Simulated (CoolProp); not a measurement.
Vapour-liquid equilibrium of cyclohexane (1) + dimethyl carbonate (2) at 184.05 °C; x and y are mole fractions of (1).

The numbers come from the multi-fluid Helmholtz-energy mixture model, Zhou 2014 and Zhou 2011; pair parameters Bell 2016 in CoolProp.

| x | bubble pressure (MPa) | y at the bubble point | dew pressure at overall composition x (MPa) | liquid density (mol/L) |
|---|---|---|---|---|
| 0.05 | 1.076 | 0.099 | 1.041 | 8.970 |
| 0.2 | 1.219 | 0.293 | 1.151 | 8.482 |
| 0.35 | 1.291 | 0.415 | 1.256 | 8.063 |
| 0.5 | 1.316 | 0.510 | 1.315 | 7.721 |
| 0.65 | 1.304 | 0.604 | 1.285 | 7.460 |
| 0.8 | 1.245 | 0.719 | 1.188 | 7.277 |
| 0.95 | 1.109 | 0.904 | 1.073 | 7.159 |

y crosses x between x = 0.5 and 0.65: the model has an azeotrope there.

Pair parameters are fitted to limited data, so mixtures are less certain than the pure fluids.
